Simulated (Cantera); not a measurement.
# Thermodynamics of carbothermic reduction, feed CuO + CH₄ + H₂ + CO

Charge: 1 mol CuO, 3.4 mol CH₄, 0.75 mol H₂, 0.56 mol CO, equilibrated at 1898.15 K.

These are equilibrium values from Cantera (NASA tables, ideal gas, pure condensed phases), not measurements of a reactor. Candidate condensed phases: C, C₆H₆, C₇H₈, C₈H₁₈, Cu, CuO, Cu(OH)₂, Cu₂O, H₂O; 113 gas species. Equilibrium is a limit: real reactors are often held back by kinetics, nucleation or transport.

From 0.0750 Torr to 7.50 Torr the condensed part is C(graphite). From 75.0 Torr to 7500 Torr the condensed part is C(graphite) + Cu(l). The main Cu-bearing gas is Cu throughout.

```tsv
P (Pa)	log p H₂	log p CO	log p Cu	log p H	log p CH₄	log p C₂H₂ (acetylene)	n C(graphite)	n Cu(l)
10	-4.16	-4.83	-5.02	-5.19	-11.57	-7.59	2.39	0
100	-3.14	-3.82	-4.01	-4.68	-9.52	-6.56	2.39	0
1000	-2.13	-2.81	-3.01	-4.17	-7.51	-5.55	2.39	0
10000	-1.09	-1.77	-2.80	-3.65	-5.43	-4.51	2.39	0.852
100000	-0.08	-0.77	-2.80	-3.15	-3.41	-3.51	2.39	0.985
1000000	0.92	0.23	-2.80	-2.65	-1.42	-2.51	2.36	0.999
```
log p: log10 of the partial pressure in bar; n: condensed amount in mol.
